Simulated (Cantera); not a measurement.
A freely propagating, adiabatic, planar premixed flame of 49.2 % H2, 10.7 % O2, 40.2 % N2, unburnt at 675 K and 6.60 bar; multicomponent transport, grid criteria slope 0.08 and curve 0.16, no radiation.

Detailed kinetics in Cantera: the H2/O2 subset of GRI-Mech 3.0, which has no nitrogen chemistry. The hydrogen kinetics of GRI-Mech 3.0 are dated; newer H2 mechanisms differ, most at raised pressure. Burning velocities carry a grid error of a few per cent, more on coarse grids.

x: mole fraction of selected species; z is measured from the peak of heat release.

```json
[
 {"z (mm)": "-0.132", "T (K)": "675", "u (m/s)": "10.6", "x H2": "0.492", "x O2": "0.107", "x OH": "<1e-8", "x HO2": "<1e-8", "x H2O2": "<1e-8", "x O": "<1e-8"},
 {"z (mm)": "-0.0880", "T (K)": "675", "u (m/s)": "10.6", "x H2": "0.492", "x O2": "0.107", "x OH": "<1e-8", "x HO2": "<1e-8", "x H2O2": "<1e-8", "x O": "<1e-8"},
 {"z (mm)": "-0.0660", "T (K)": "675", "u (m/s)": "10.6", "x H2": "0.492", "x O2": "0.107", "x OH": "<1e-8", "x HO2": "1.06e-7", "x H2O2": "<1e-8", "x O": "<1e-8"},
 {"z (mm)": "-0.0440", "T (K)": "676", "u (m/s)": "10.6", "x H2": "0.491", "x O2": "0.107", "x OH": "<1e-8", "x HO2": "4.63e-6", "x H2O2": "(withheld)", "x O": "2.16e-8"},
 {"z (mm)": "-0.0220", "T (K)": "743", "u (m/s)": "11.5", "x H2": "0.483", "x O2": "0.106", "x OH": "0.000120", "x HO2": "0.000731", "x H2O2": "(withheld)", "x O": "2.33e-5"},
 {"z (mm)": "-0.0110", "T (K)": "1026", "u (m/s)": "15.5", "x H2": "0.449", "x O2": "0.0958", "x OH": "0.000805", "x HO2": "0.000600", "x H2O2": "(withheld)", "x O": "0.000351"},
 {"z (mm)": "0", "T (K)": "1412", "u (m/s)": "20.8", "x H2": "0.379", "x O2": "0.0643", "x OH": "0.00193", "x HO2": "0.000294", "x H2O2": "(withheld)", "x O": "0.00156"},
 {"z (mm)": "0.0110", "T (K)": "1679", "u (m/s)": "24.4", "x H2": "0.315", "x O2": "0.0275", "x OH": "0.00311", "x HO2": "0.000119", "x H2O2": "(withheld)", "x O": "0.00176"},
 {"z (mm)": "0.0220", "T (K)": "1815", "u (m/s)": "26.3", "x H2": "0.288", "x O2": "0.00919", "x OH": "0.00347", "x HO2": "3.86e-5", "x H2O2": "(withheld)", "x O": "0.00108"},
 {"z (mm)": "0.0440", "T (K)": "1933", "u (m/s)": "27.8", "x H2": "0.281", "x O2": "0.00121", "x OH": "0.00347", "x HO2": "4.91e-6", "x H2O2": "(withheld)", "x O": "0.000505"},
 {"z (mm)": "0.0880", "T (K)": "2033", "u (m/s)": "29.0", "x H2": "0.288", "x O2": "0.000143", "x OH": "0.00306", "x HO2": "7.19e-7", "x H2O2": "(withheld)", "x O": "0.000281"},
 {"z (mm)": "0.176", "T (K)": "2119", "u (m/s)": "30.1", "x H2": "0.295", "x O2": "5.03e-5", "x OH": "0.00235", "x HO2": "3.06e-7", "x H2O2": "(withheld)", "x O": "0.000138"},
 {"z (mm)": "0.352", "T (K)": "2183", "u (m/s)": "30.8", "x H2": "0.301", "x O2": "2.04e-5", "x OH": "0.00160", "x HO2": "1.29e-7", "x H2O2": "(withheld)", "x O": "5.61e-5"}
]
```

Problem. What belongs in the gaps?

Solution. 
- -0.0440, x H2O2: 2.73e-8
- -0.0220, x H2O2: 1.64e-5
- -0.0110, x H2O2: 3.79e-5
- 0, x H2O2: 1.09e-5
- 0.0110, x H2O2: 2.63e-6
- 0.0220, x H2O2: 1.36e-6
- 0.0440, x H2O2: 5.84e-7
- 0.0880, x H2O2: 2.82e-7
- 0.176, x H2O2: 1.42e-7
- 0.352, x H2O2: 6.61e-8
